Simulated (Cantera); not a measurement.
## Transport properties of process gases

Gas mixture: 45.1 % O₂, 54.9 % H₂O, at 0.0100 bar, frozen composition.

Cantera's kinetic-theory transport with the Lennard-Jones parameters of GRI-Mech 3.0, ideal gas; thermal conductivity in the multicomponent form. Polar gases are described roughly by these parameters.

| T (K) | ρ (kg/m³) | cp (J/kg/K) | μ (µPa s) | λ (mW/m/K) | Pr | D (cm²/s) H₂O | D (cm²/s) O | D (cm²/s) NO |
|---|---|---|---|---|---|---|---|---|
| 400 | 0.00731 | 1332 | 19.3 | 37.4 | 0.688 | 40.5 | 60.4 | 37.1 |
| 600 | 0.00488 | 1414 | 27.6 | 57.9 | 0.675 | 86.4 | 123 | 76.4 |
| 800 | 0.00366 | 1500 | 35.2 | 78.8 | 0.671 | 145 | 202 | 126 |
| 1000 | 0.00293 | 1579 | 42.4 | 99.8 | 0.670 | 215 | 295 | 185 |
| 1200 | 0.00244 | 1651 | 49.1 | 121 | 0.671 | 294 | 401 | 251 |
| 1400 | 0.00209 | 1716 | 55.4 | 142 | 0.671 | 383 | 519 | 326 |
| 1600 | 0.00183 | 1773 | 61.4 | 162 | 0.671 | 481 | 649 | 408 |
D: mixture-averaged diffusion coefficient of that species in the mixture.
